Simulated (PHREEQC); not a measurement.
1 kg of water holding 25 mmol/kgw KHCO3, 25 mmol/kgw K2CO3, 4.7 mmol/kgw KCl and 3.7 mmol/kgw K2SO4 is evaporated at 25 °C; the solids stay in contact with the brine. CO2 from the air is kept out. Only these solids could form: Arcanite, Kalicinite, Misenite, Sylvite.

The series has 28 steps of water left (kg), from 1 to 0.005015.

The numbers come from PHREEQC with the Pitzer model, pitzer.dat.

Task: Which solids form, in which order, and at which step of the series does each first stand?

Result: Arcanite from water left = 0.02408 kg (pH 9.68); Kalicinite from water left = 0.011 kg (pH 9.98).
